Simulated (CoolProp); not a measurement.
Vapour-liquid equilibrium of n-hexane (1) + ethylbenzene (2) at 0.342 MPa; x and y are mole fractions of (1).

The numbers come from the multi-fluid Helmholtz-energy mixture model, Thol 2019 and Zhou 2012; pair parameters Bell 2016 in CoolProp.

Task: Give the bubble temperature and the first vapour's composition at x = 0.05, 0.15, 0.75. Is there an azeotrope?

Result: x = 0.05: 452.5 K, y = 0.194; x = 0.15: 438.0 K, y = 0.457; x = 0.75: 396.1 K, y = 0.929. No azeotrope shows between x = 0.05 and 0.95.

Pair parameters are fitted to limited data, so mixtures are less certain than the pure fluids.
